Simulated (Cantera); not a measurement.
## Thermodynamics of carbothermic reduction, feed CuO + CO + H2

Charge: 1 mol CuO, 0.52 mol CO, 3 mol H2, at 2.30 mbar.

Cantera equilibrium calculation (NASA polynomials, part measured and part estimated; ideal gas, pure solids and liquids). Candidate condensed phases: C, C6H6, C7H8, C8H18, Cu, CuO, Cu(OH)2, Cu2O, H2O; 113 gas species. Rates play no part.

| T (°C) | log p H2 | log p H2O | log p Cu | log p CO | log p CO2 | log p H | log p OH | log p O | n Cu(s) | n Cu(l) |
|---|---|---|---|---|---|---|---|---|---|---|
| 675 | -2.84 | -3.28 | -11.76 | -3.69 | -3.87 | -10.70 | -13.98 | <-14 | 1.00 | 0 |
| 825 | -2.85 | -3.25 | -9.25 | -3.61 | -4.02 | -9.03 | -11.79 | <-14 | 1.000 | 0 |
| 975 | -2.86 | -3.24 | -7.36 | -3.57 | -4.14 | -7.76 | -10.13 | <-14 | 1.000 | 0 |
| 1125 | -2.87 | -3.22 | -5.89 | -3.55 | -4.24 | -6.76 | -8.82 | -12.76 | 0 | 0.998 |
| 1275 | -2.87 | -3.22 | -4.75 | -3.54 | -4.33 | -5.95 | -7.77 | -10.92 | 0 | 0.972 |
| 1425 | -2.90 | -3.24 | -3.81 | -3.55 | -4.43 | -5.29 | -6.92 | -9.41 | 0 | 0.745 |
| 1575 | -2.99 | -3.32 | -3.30 | -3.63 | -4.56 | -4.77 | -6.24 | -8.14 | 0 | 0 |
| 1725 | -3.00 | -3.32 | -3.30 | -3.63 | -4.61 | -4.29 | -5.62 | -7.05 | 0 | 0 |
| 1875 | -3.02 | -3.34 | -3.31 | -3.63 | -4.65 | -3.89 | -5.09 | -6.12 | 0 | 0 |
log p: log10 of the partial pressure in bar; n: condensed amount in mol.

From 675 °C to 975 °C the condensed part is Cu(s). From 1125 °C to 1425 °C the condensed part is Cu(l). From 1575 °C to 1875 °C nothing is condensed.
